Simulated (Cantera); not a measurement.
Moist CO burnout

A perfectly stirred reactor is fed with CO : O₂ : H₂O : N₂ : CH₄ = 0.0033 : 0.0073 : 0.0076 : 1 : 0.0011 (molar parts), at 6.50 bar; it is held at 1300 K, and followed from long to short residence time.

Computed with Cantera and GRI-Mech 3.0 (53 species, 325 reactions).

```csv
τ (s),x CO,x O₂,x H₂O,x NO,x HO₂
0.95,4.90e-5,0.00342,0.00962,1.30e-7,3.55e-7
0.43,9.10e-5,0.00344,0.00962,1.45e-7,6.13e-7
0.19,0.000170,0.00349,0.00961,1.49e-7,1.03e-6
0.086,0.000307,0.00356,0.00959,1.35e-7,1.60e-6
0.038,0.000551,0.00371,0.00956,1.09e-7,2.39e-6
0.017,0.000955,0.00394,0.00951,7.83e-8,3.35e-6
0.0077,0.00160,0.00434,0.00942,4.76e-8,4.51e-6
```
x: mole fraction; the columns are a selection and need not sum to one.
